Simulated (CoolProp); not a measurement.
Vapour-liquid equilibrium of R22 (1) + C3F8 (R218) (2) at -68.95 °C; x and y are mole fractions of (1).

Computed with CoolProp (multi-fluid Helmholtz-energy mixture model, Kamei 1995 and Lemmon 2006; pair parameters Bell 2016).

Task: Give the bubble pressure and the first vapour's composition at x = 0.5, 0.8, 0.95. Is there an azeotrope?

Result: x = 0.5: 0.3167 bar, y = 0.582; x = 0.8: 0.3117 bar, y = 0.621; x = 0.95: 0.2653 bar, y = 0.791. y crosses x between x = 0.5 and 0.65: the model has an azeotrope there.

The pair parameters rest on a limited set of measurements; away from them the model extrapolates. With so large a gap from Raoult's law the liquid may split in two, which this calculation doesn't test in full.
